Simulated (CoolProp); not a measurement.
Vapour pressure (MPa) of methanol: the reference equation beside estimates from Tc = 513.4 K, pc = 8.216 MPa, ω = 0.565.

Model: reference Helmholtz-energy equation of state, de Reuck 1993, in CoolProp.

| T (K) | reference | van der Waals | Redlich-Kwong | Peng-Robinson |
|---|---|---|---|---|
| 397.5 | 0.7229 | 2.703 | 1.594 | 0.7411 |
| 403.1 | (withheld) | 2.887 | 1.766 | 0.8622 |
| 408.7 | (withheld) | 3.079 | 1.951 | 0.9982 |
| 414.3 | (withheld) | 3.279 | 2.149 | 1.150 |
| 419.9 | 1.288 | 3.487 | 2.360 | 1.320 |
| 425.5 | 1.473 | 3.702 | 2.585 | 1.509 |
| 431.2 | 1.683 | 3.930 | 2.829 | 1.722 |
| 436.8 | 1.911 | (withheld) | 3.083 | 1.953 |
| 442.4 | 2.162 | 4.404 | (withheld) | 2.207 |
| 448 | 2.438 | 4.653 | 3.636 | 2.486 |
| 453.6 | 2.741 | 4.911 | 3.936 | 2.792 |
| 459.2 | 3.072 | 5.177 | 4.252 | (withheld) |
| 464.8 | 3.432 | (withheld) | 4.585 | 3.491 |
| 470.4 | 3.823 | 5.736 | 4.935 | 3.887 |

Problem. Some entries are withheld; supply them.

Solution. 
- 403.1, reference: 0.8407
- 408.7, reference: 0.9733
- 414.3, reference: 1.122
- 436.8, van der Waals: 4.163
- 442.4, Redlich-Kwong: 3.352
- 459.2, Peng-Robinson: 3.126
- 464.8, van der Waals: 5.452

Absolute difference from the reference over all 14 rows, mean and median: van der Waals 139.3 and 125.7 %, Redlich-Kwong 68.5 and 64.7 %, Peng-Robinson 2.2 and 2.3 %.
